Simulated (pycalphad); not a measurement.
An equivalent pycalphad script:

```python
from pycalphad import Database, equilibrium, calculate, variables as v
import numpy as np
db = Database('COST507.tdb')
comps = ['SI', 'SN', 'VA']
phases = ['BCT_A5', 'DIAMOND_A4', 'LIQUID']
eq = equilibrium(db, comps, phases, {v.X('SN'): 0.0216, v.T: np.arange(1850, 499, -50), v.P: 101325, v.N: 1}, output=['HM', 'SM'])
```

All values are pycalphad results on the COST 507 light-alloy database (1999) (1 atm), not direct measurements. The data set is of 1999 and partly superseded. Phase fractions are per mole of atoms.

Results at three of the temperatures:

```
T = 1700.00 K, P = 101325 Pa, N = 1 mol of atoms
G = -71892 J/mol, H = 86436 J/mol, S = 93.13 J/(mol K)  (SER reference)
chemical potentials (J/mol): Si -69685, Sn -171864
phase             fraction      x(Si)      x(Sn)
LIQUID              1.0000     0.9784     0.0216
```

```
T = 1050.00 K, P = 101325 Pa, N = 1 mol of atoms
G = -33751 J/mol, H = 18497 J/mol, S = 49.76 J/(mol K)  (SER reference)
chemical potentials (J/mol): Si -32780, Sn -77709
phase             fraction      x(Si)      x(Sn)
DIAMOND_A4          0.9783     1.0000   4.29e-07
LIQUID              0.0217     0.0055     0.9945
```

```
T = 500.00 K, P = 101325 Pa, N = 1 mol of atoms
G = -10973 J/mol, H = 4469 J/mol, S = 30.88 J/(mol K)  (SER reference)
chemical potentials (J/mol): Si -10615, Sn -27180
phase             fraction      x(Si)      x(Sn)
DIAMOND_A4          0.9784     1.0000   1.89e-07
BCT_A5              0.0216       none     1.0000
```

Changes of the phase set, refined by bisection:

```json
[
 {"T (°C)": "1404.5", "phases above": "liquid", "phases below": "diamond (Si) + liquid"},
 {"T (°C)": "231.9", "phases above": "diamond (Si) + liquid", "phases below": "bct (Sn) + diamond (Si)"}
]
```

DIAMOND_A4 is diamond (Si); BCT_A5 is bct (Sn). An entry "none" or "no" means that the model of the phase leaves that element out.
